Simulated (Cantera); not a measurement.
Charge: 1 mol Si, 0.013 mol H₂O, 58 mol H₂, 0.71 mol N₂O, equilibrated at 73.0 mbar.

Equilibrium computed with Cantera from the NASA thermochemical tables; the gas is ideal and each condensed phase is pure. Candidate condensed phases: H₂O, Si, SiO₂, Si₂N₂O, Si₃N₄; 35 gas species. Mutual solubility and eutectic melting of coexisting phases are not modelled. The tables hold silica as quartz up to 1696 K and as liquid above; real silica turns to tridymite and cristobalite and melts near 1996 K. Rates play no part. All values below are at 1127 °C.

Base state: H₂ 0.995, N₂ 0.00487, H₂O 4.32e-5, SiO 2.42e-5, H 1.80e-5 (mole fractions); condensed: SiO₂(β-quartz) + Si₂N₂O(s).

Q: What changes in the equilibrium state with this change: N₂O from 0.71 to 0.13 mol?

A: 
```tsv
species	before	after
H₂	0.995	1.000
SiO	2.42e-5	0.000224
H	1.80e-5	1.80e-5
N₂	0.00487	3.06e-7
H₂O	4.32e-5	2.34e-7
SiO₂(β-quartz), mol	0.147	0
Si₂N₂O(s), mol	0.426	0.130
Si(s), mol	0	0.727
```
